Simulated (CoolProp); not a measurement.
Properties of nitrous oxide along the isotherm 53.25 °C (Tc = 36.4 °C, pc = 72.45 bar, ω = 0.161).

Computed with CoolProp (reference Helmholtz-energy equation of state, Lemmon 2006). It is a short technical equation, of lower accuracy than the large ones.

```json
[
 {"p (bar)": "0.344", "phase": "gas", "Z": "0.9986", "cp (kJ/(kg K))": "0.9063", "isothermal compressibility (1/MPa)": "29.11", "expansivity (1/kK)": "3.077"},
 {"p (bar)": "0.651", "phase": "gas", "Z": "0.9974", "cp (kJ/(kg K))": "0.9077", "isothermal compressibility (1/MPa)": "15.40", "expansivity (1/kK)": "3.090"},
 {"p (bar)": "1.24", "phase": "gas", "Z": "0.9950", "cp (kJ/(kg K))": "0.9105", "isothermal compressibility (1/MPa)": "8.105", "expansivity (1/kK)": "3.114"},
 {"p (bar)": "2.34", "phase": "gas", "Z": "0.9905", "cp (kJ/(kg K))": "0.9159", "isothermal compressibility (1/MPa)": "4.315", "expansivity (1/kK)": "3.159"},
 {"p (bar)": "4.44", "phase": "gas", "Z": "0.9819", "cp (kJ/(kg K))": "0.9265", "isothermal compressibility (1/MPa)": "2.294", "expansivity (1/kK)": "3.249"},
 {"p (bar)": "8.41", "phase": "gas", "Z": "0.9654", "cp (kJ/(kg K))": "0.9478", "isothermal compressibility (1/MPa)": "1.233", "expansivity (1/kK)": "3.429"},
 {"p (bar)": "16", "phase": "gas", "Z": "0.9330", "cp (kJ/(kg K))": "0.9944", "isothermal compressibility (1/MPa)": "0.6718", "expansivity (1/kK)": "3.823"},
 {"p (bar)": "30.2", "phase": "gas", "Z": "0.8683", "cp (kJ/(kg K))": "1.110", "isothermal compressibility (1/MPa)": "0.3861", "expansivity (1/kK)": "4.798"},
 {"p (bar)": "57.3", "phase": "gas", "Z": "0.7231", "cp (kJ/(kg K))": "1.554", "isothermal compressibility (1/MPa)": "0.2592", "expansivity (1/kK)": "8.574"},
 {"p (bar)": "109", "phase": "supercritical", "Z": "0.3211", "cp (kJ/(kg K))": "5.170", "isothermal compressibility (1/MPa)": "0.1457", "expansivity (1/kK)": "32.05"}
]
```
